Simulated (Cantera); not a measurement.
Charge: 1 mol SiCl₄, 1.1 mol HCl, 150 mol H₂, held at 1098.15 K and 10000 Pa.

Equilibrium computed with Cantera from the NASA thermochemical tables; the gas is ideal and each condensed phase is pure. Candidate condensed phases: Si; 19 gas species. The tables' values for SiCl₃ are old estimates; treat these amounts as uncertain. Equilibrium is a limit: real reactors are often held back by kinetics, nucleation or transport.

Base state: H₂ 0.978, HCl 0.0173, SiCl₄ 0.00211, SiHCl₃ 0.00174, SiCl₂ 0.000620, SiCl₃ 0.000305, SiH₂Cl₂ 0.000172 (mole fractions); condensed: Si(s).

Question: What changes in the equilibrium state with this change: temperature from 1098.15 K to 1923.15 K?

Answer: 
```
species       before     after
----------  --------  --------
H₂             0.978     0.966
HCl           0.0173    0.0286
H            7.76e-8   0.00293
SiCl₂       0.000620   0.00223
Si             <1e-9  0.000170
SiCl₄        0.00211   2.28e-8
SiCl           <1e-9   6.84e-5
Si(s), mol     0.245         0
Si(l), mol         0     0.603
```
The tables' values for SiCl are old estimates; treat these amounts as uncertain. Gases not in the tables: Si₂H₆ and higher silanes.
